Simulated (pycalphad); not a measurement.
An equivalent pycalphad script:

```python
from pycalphad import Database, equilibrium, calculate, variables as v
import numpy as np
db = Database('COST507.tdb')
comps = ['MG', 'SI', 'AL', 'VA']
phases = ['ALMG_BETA', 'ALMG_EPS', 'ALMG_GAMMA', 'DIAMOND_A4', 'FCC_A1', 'HCP_A3', 'LIQUID', 'MG2SI']
eq = equilibrium(db, comps, phases, {v.X('SI'): 0.0293, v.X('AL'): 0.0156, v.T: np.arange(1650, 349, -40), v.P: 101325, v.N: 1}, output=['HM', 'SM'])
```

All values are pycalphad results on the COST 507 light-alloy database (1999) (1 atm), not direct measurements. No gas phase is included, though pure Mg would boil below 1650 K. These are 1990s assessments: newer ones move some temperatures and phases. Phase fractions are per mole of atoms. Kinetics are ignored, which matters at the lower temperatures.

Results at three of the temperatures:

```
T = 1450.00 K, P = 101325 Pa, N = 1 mol of atoms
G = -86801 J/mol, H = 43495 J/mol, S = 89.86 J/(mol K)  (SER reference)
chemical potentials (J/mol): Mg -84927, Si -127576, Al -124985
phase             fraction      x(Mg)      x(Si)      x(Al)
LIQUID              1.0000     0.9551     0.0293     0.0156
```

```
T = 1370.00 K, P = 101325 Pa, N = 1 mol of atoms
G = -79689 J/mol, H = 40770 J/mol, S = 87.93 J/(mol K)  (SER reference)
chemical potentials (J/mol): Mg -77874, Si -119363, Al -116328
phase             fraction      x(Mg)      x(Si)      x(Al)
LIQUID              1.0000     0.9551     0.0293     0.0156
```

```
T = 730.00 K, P = 101325 Pa, N = 1 mol of atoms
G = -31371 J/mol, H = 9895 J/mol, S = 56.53 J/(mol K)  (SER reference)
chemical potentials (J/mol): Mg -29785, Si -76584, Al -43508
phase             fraction      x(Mg)      x(Si)      x(Al)
HCP_A3              0.9121     0.9829   7.82e-07     0.0171
MG2SI               0.0879     0.6667     0.3333       none
```

Changes of the phase set, refined by bisection:

```
T (K)             phases above                 phases below
-----  -----------------------  ---------------------------
989.5                   LIQUID               LIQUID + MG2SI
903.0           LIQUID + MG2SI      HCP_A3 + LIQUID + MG2SI
879.3  HCP_A3 + LIQUID + MG2SI               HCP_A3 + MG2SI
424.0           HCP_A3 + MG2SI  ALMG_GAMMA + HCP_A3 + MG2SI
```

Database names, with the compositions (at.%) that they take in these runs: MG2SI: Mg 67 Si 33; ALMG_GAMMA: Mg 59 Al 41. HCP_A3 is hcp. An entry "none" or "no" means that the model of the phase leaves that element out.
